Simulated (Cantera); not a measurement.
# Ignition delay

Mixture: CO : H2 : O2 : N2 = 1 : 0.45 : 1.12 : 4.19 (molar parts), equivalence ratio 0.65, at 1.00 bar, adiabatic and at constant pressure. Ignition delay is the time to a rise of 400 K.

Computed with Cantera and GRI-Mech 3.0 (53 species, 325 reactions). Where the delays flatten at high temperature, the 400 K rule measures the pace of heat release, not the induction time.

| T0 (K) | delay (ms) |
|---|---|
| 975 | 0.722 |
| 1025 | 0.276 |
| 1075 | 0.166 |
| 1125 | 0.118 |
| 1175 | 0.0912 |
| 1225 | 0.0750 |
| 1275 | 0.0645 |
